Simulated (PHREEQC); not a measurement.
Solution A (0.0079 mol CuCl2 and 6.5e-05 mol NaCl per kg of water) is mixed with solution B (0.022 mol/kgw HNO3, 0.00022 mol/kgw CuSO4 and 0.00075 mol/kgw CuCl2) at 28 °C; shares are by mass of water, 1 kg in all. Oxygen alone is held at its pressure in air (log pO2 = -0.68). No CO2 enters from the air. Solids allowed: Cu(OH)2, Brochantite, Antlerite, Atacamite, Cu2(OH)3NO3, Halite, Mirabilite, Chalcanthite. Others were left out.

Model: ion-association model, wateq4f.dat, run in PHREEQC.

```
share of solution B          pH  Atacamite (mol)  HSO4- (mol/kgw)  SO4-2 (mol/kgw)  CuSO4 (mol/kgw)
-------------------  ----------  ---------------  ---------------  ---------------  ---------------
0                          4.60          6.66e-6                0                0                0
0.1                        2.71                0          1.80e-6          1.38e-5          6.43e-6
0.2                  (withheld)                0          6.82e-6       (withheld)          1.10e-5
0.3                        2.24                0       (withheld)          3.74e-5          1.41e-5
0.4                        2.11                0          2.47e-5          4.75e-5          1.57e-5
0.5                  (withheld)                0          3.69e-5          5.69e-5          1.63e-5
0.6                        1.94                0          5.08e-5          6.54e-5          1.58e-5
0.7                        1.87                0       (withheld)          7.33e-5       (withheld)
0.8                  (withheld)                0          8.32e-5          8.06e-5          1.22e-5
0.9                        1.76                0         0.000101          8.74e-5       (withheld)
1                          1.72                0         0.000120          9.37e-5          5.84e-6
```

Task: Some entries are withheld; supply them.

Result: 
- 0.2, pH: 2.41
- 0.2, SO4-2 (mol/kgw): 2.61e-5
- 0.3, HSO4- (mol/kgw): 1.46e-5
- 0.5, pH: 2.01
- 0.7, HSO4- (mol/kgw): 6.63e-5
- 0.7, CuSO4 (mol/kgw): 1.44e-5
- 0.8, pH: 1.81
- 0.9, CuSO4 (mol/kgw): 9.35e-6

Complexes and solids missing from the database can't appear.
